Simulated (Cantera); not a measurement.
An adiabatic, constant-pressure homogeneous reactor starts with 11.0 % CO, 1.65 % H2, 13.2 % O2, 64.4 % N2, 9.77 % H2O, at 1775 K and 5.00 bar.

Computed with Cantera and GRI-Mech 3.0 (53 species, 325 reactions). The hydrogen kinetics of GRI-Mech 3.0 are dated; newer H2 mechanisms differ, most at raised pressure.

**Question.** Predict: time of steepest temperature rise; temperature at 0.200 s; equilibrium temperature; x(CO) at 0.200 s; x(H2) at 0.200 s; x(O2) at 0.200 s; x(O) at 0.200 s; x(H2O2) at 0.200 s.

**Answer.** 
```
Property                                                            Result
---------------------------------  ---------------------------------------
time of steepest temperature rise                                  6.33 µs
temperature at 0.200 s                                              2532 K
equilibrium temperature                                             2532 K
x(CO) at 0.200 s                   0.00814 (gas-phase equilibrium 0.00814)
x(H2) at 0.200 s                   0.00138 (gas-phase equilibrium 0.00138)
x(O2) at 0.200 s                     0.0679 (gas-phase equilibrium 0.0679)
x(O) at 0.200 s                    0.00199 (gas-phase equilibrium 0.00199)
x(H2O2) at 0.200 s                 5.05e-7 (gas-phase equilibrium 5.05e-7)
```
